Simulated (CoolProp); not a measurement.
Ammonia at 298.15 K and 2.26 MPa is throttled through a valve to 0.68 MPa with no heat exchange. Each further row changes one setting.

The numbers come from the reference Helmholtz-energy equation of state, Gao 2020 in CoolProp.

```tsv
case	temperature change (K)	final phase	final density (kg/m³)
as stated	-12.0	two-phase, vapour fraction 0.048	96.2
outlet pressure 0.204 MPa	-43.4	two-phase, vapour fraction 0.153	11.1
outlet pressure 0.884 MPa	-4.0	two-phase, vapour fraction 0.017	248
```
